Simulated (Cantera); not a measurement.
Input: 1 mol Pb, 9.1 mol H2, 1 mol N2, held at 88.0 Pa.

Cantera equilibrium calculation (NASA polynomials, part measured and part estimated; ideal gas, pure solids and liquids). Candidate condensed phases: Pb; 11 gas species. Kinetics and transport are ignored. All values below are at 1050 K.

Base state: H2 0.853, N2 0.0938, Pb 0.0529 (mole fractions); condensed: Pb(l).

### Question
What changes in the equilibrium state with this change: Pb replaced by PbO?

### Answer
| species | before | after |
|---|---|---|
| H2 | 0.853 | 0.760 |
| H2O | 0 | 0.0938 |
| N2 | 0.0938 | 0.0938 |
| Pb | 0.0529 | 0.0529 |
| Pb(l), mol | 0.436 | 0.436 |
Further candidate phases: H2O, PbO, PbO2, Pb3O4.
